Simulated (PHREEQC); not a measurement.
Solution (25 °C): 0.0027 mol Zn(NO3)2 per kg of water. Closed to the air; pH follows from the charge balance.

Computed with PHREEQC (ion-association model, phreeqc.dat).

Q: The ionic strength comes out as 0.00810 mol/kgw. What activity coefficients do Zn+2, ZnOH+, NO3-, H+ get?

A: Zn+2 0.69, ZnOH+ 0.91, NO3- 0.91, H+ 0.92.

No solid was allowed to form. Complexes and solids missing from the database can't appear.
